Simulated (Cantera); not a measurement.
Charge: 1 mol c-C₄F₈, 2.8 mol HCl, 2.2 mol H₂, held at 1050 K and 9.00 Pa.

These are equilibrium values from Cantera (NASA tables, ideal gas, pure condensed phases), not measurements of a reactor. Candidate condensed phases: C, C₆H₆, C₇H₈, C₈H₁₈; 118 gas species. The feed counts by its element totals alone. Gases not in the tables: C₂F₆ and larger saturated fluorocarbons. Kinetics and transport are ignored.

### Question
What is the equilibrium state?

### Answer
| Quantity | Value |
|---|---|
| x(HF) | 0.660 |
| x(HCl) | 0.189 |
| x(CF₄) | 0.0703 |
| x(Cl₂) | 0.0601 |
| x(Cl) | 0.0205 |
| x(CClF₃) | 0.000562 |
| x(CCl₂F₂) | 5.40e-6 |
| n(C(graphite)) | 3.40 mol |
| gas amount | 8.485 mol |
